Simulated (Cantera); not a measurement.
Input: 1 mol MgO, 2.5 mol N2, at 66.0 Pa.

Method: chemical equilibrium by Gibbs-energy minimisation in Cantera with the NASA 1993 tables (ideal gas, pure condensed phases). Candidate condensed phases: Mg, MgO; 27 gas species. Ions and electrons are included (thermal ionisation). Kinetics and transport are ignored.

x: gas mole fraction; nothing condenses.

```
T (°C)   x N2       x N    x Mg    x O      x e-     x Mg+
------  -----  --------  ------  -----  --------  --------
2727    0.556  0.000404   0.223  0.214  0.000178  0.000178
3227    0.549   0.00639   0.220  0.219   0.00177   0.00177
3727    0.512       [?]   0.205  0.214       [?]       [?]
4227      [?]       [?]     [?]    [?]       [?]       [?]
4727    0.140     0.482  0.0788  0.152    0.0735    0.0735
```

Q: Complete the blanks.

A: 
- 3727, x N: 0.0494
- 3727, x e-: 0.00982
- 3727, x Mg+: 0.00982
- 4227, x N2: 0.371
- 4227, x N: 0.213
- 4227, x Mg: 0.157
- 4227, x O: 0.191
- 4227, x e-: 0.0341
- 4227, x Mg+: 0.0341
